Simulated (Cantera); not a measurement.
What does this Cantera script print?

```python
import numpy as np
import cantera as ct

gas = ct.Solution("gri30.yaml")
gas.TPX = 2925, 3000, {'CH4': 0.0092, 'H2': 1, 'O2': 0.01}
reactor = ct.IdealGasConstPressureReactor(gas, energy="off", clone=False)
net = ct.ReactorNet([reactor])
net.rtol, net.atol = 1e-08, 1e-18
show = ['CH4', 'H2', 'O2', 'C2H2', 'CH2O']
times = np.geomspace(1e-05, 8, 13)

steps = ct.SolutionArray(gas, extra=["t"])
rows = []
print(f"{'t/s':>10s}{'T/K':>9s}{'P/Pa':>11s}" + "".join(f"{s:>11s}" for s in show))
for t in times:
    while net.time < t:
        t_next = net.step()
        steps.append(gas.state, t=t_next)
    rows.append([np.interp(t, steps.t, y) for y in (steps.T, steps.P, *steps(*show).X.T)])
    print(f"{t:10.3e}{rows[-1][0]:9.1f}{rows[-1][1]:11.4g}" + "".join(f"{x:11.3e}" for x in rows[-1][2:]))
rate = np.gradient(steps.T, steps.t)
print("integrator steps:", len(steps.t))
if steps.T.max() > steps.T[0] + 200:
    print(f"time of steepest temperature rise: {steps.t[rate.argmax()]:.4e} s")
gas.TPX = 2925, 3000, {'CH4': 0.0092, 'H2': 1, 'O2': 0.01}
gas.equilibrate("TP")
print(f"equilibrium (TP): T = {gas.T:.1f} K  " + "  ".join(f"{s} {gas[s].X[0]:.3e}" for s in show))
```

Result:

```
       t/s      T/K       P/Pa        CH4         H2         O2       C2H2       CH2O
 1.000e-05   2925.0       3000  8.504e-03  9.790e-01  9.639e-03  1.998e-08  5.377e-07
 3.104e-05   2925.0       3000  7.758e-03  9.723e-01  8.697e-03  1.238e-06  3.059e-06
 9.635e-05   2925.0       3000  5.572e-03  9.464e-01  3.007e-03  8.668e-05  2.770e-06
 2.991e-04   2925.0       3000  2.697e-03  9.215e-01  1.583e-06  1.328e-03  1.651e-06
 9.283e-04   2925.0       3000  5.651e-04  9.031e-01  1.516e-07  2.645e-03  6.048e-07
 2.882e-03   2925.0       3000  1.374e-04  8.779e-01  1.928e-07  1.434e-03  2.172e-07
 8.944e-03   2925.0       3000  2.535e-06  8.252e-01  2.797e-07  2.052e-05  8.194e-09
 2.776e-02   2925.0       3000  5.369e-12  7.053e-01  1.037e-06  3.151e-14  2.580e-10
 8.618e-02   2925.0       3000  3.160e-13  5.473e-01  3.182e-06  2.172e-15  6.608e-11
 2.675e-01   2925.0       3000  1.116e-13  4.839e-01  4.465e-06  8.556e-16  3.958e-11
 8.303e-01   2925.0       3000  1.082e-13  4.820e-01  4.507e-06  8.324e-16  3.897e-11
 2.577e+00   2925.0       3000  1.082e-13  4.820e-01  4.507e-06  8.324e-16  3.897e-11
 8.000e+00   2925.0       3000  1.082e-13  4.820e-01  4.507e-06  8.324e-16  3.897e-11
integrator steps: 2068
equilibrium (TP): T = 2925.0 K  CH4 1.100e-13  H2 4.820e-01  O2 4.507e-06  C2H2 8.406e-16  CH2O 3.897e-11
```

Model: GRI-Mech 3.0 (53 species, 325 reactions), integrated in Cantera. Radical loss at walls, strong at low pressure, is not modelled.
